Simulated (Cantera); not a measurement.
**Gas-phase reforming**

An isothermal, constant-pressure homogeneous reactor starts with 11.8 % CH4, 74.1 % CO2, 14.1 % H2, at 1598 K and 7.80 bar.

Model: GRI-Mech 3.0 (53 species, 325 reactions), integrated in Cantera.

```tsv
t (s)	x CH4	x CO2	x H2	x HO2	x CH2O	x HCO	x H
2.00e-5	0.118	0.741	0.141	<1e-12	9.56e-8	1.18e-11	2.95e-6
5.11e-5	0.117	0.741	0.141	<1e-12	6.04e-7	9.79e-11	4.06e-6
0.000131	0.117	0.740	0.140	<1e-12	1.81e-6	3.37e-10	4.62e-6
0.000334	0.117	0.738	0.139	<1e-12	3.14e-6	7.00e-10	5.09e-6
0.000855	0.116	0.732	0.134	<1e-12	3.59e-6	1.03e-9	5.14e-6
0.00219	0.113	0.717	0.124	<1e-12	3.85e-6	1.59e-9	4.93e-6
0.00559	0.105	0.683	0.104	<1e-12	4.52e-6	2.67e-9	4.45e-6
0.0143	0.0867	0.614	0.0707	<1e-12	6.34e-6	4.15e-9	3.63e-6
0.0366	0.0520	0.518	0.0453	<1e-12	9.61e-6	5.73e-9	3.08e-6
0.0935	0.0217	0.438	0.0457	<1e-12	8.56e-6	8.83e-9	3.78e-6
0.239	0.0124	0.383	0.0593	<1e-12	4.19e-6	1.28e-8	4.70e-6
0.612	0.00867	0.337	0.0760	<1e-12	1.54e-6	1.65e-8	5.25e-6
1.56	0.00374	0.306	0.0892	<1e-12	4.62e-7	1.91e-8	5.64e-6
4.00	0.000516	0.296	0.0944	<1e-12	1.63e-7	2.01e-8	5.79e-6
```
x: mole fraction; the columns are a selection and need not sum to one.

Equilibrium at this temperature and pressure: CH4 1.42e-7, CO2 0.295, H2 0.0950, HO2 <1e-12, CH2O 1.27e-7, HCO 2.06e-8, H 5.92e-6 (gas phase only).
